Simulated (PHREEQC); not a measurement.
Dissolve 12.6 mmol/kgw NH4Cl and 12 mmol/kgw Na2CO3 at 61 °C. Closed to the air; pH follows from the charge balance.

The numbers come from PHREEQC with the ion-association model, phreeqc.dat.

Precipitation was switched off in this run.

**Question.** Order these C species by the share of C that they hold, largest first: CO3-2, CO2, NaCO3-, NaHCO3, HCO3-.

**Answer.** HCO3- (82 %), NaCO3- (8.9 %), CO3-2 (7.8 %), NaHCO3 (0.64 %), CO2 (0.17 %)

The pH is 8.91 and the ionic strength 0.0265 mol/kgw. Complexes and solids missing from the database can't appear. Carbamate, which ammonia and carbonate form, is missing from the database. Constants without temperature data keep their 25 °C values here.
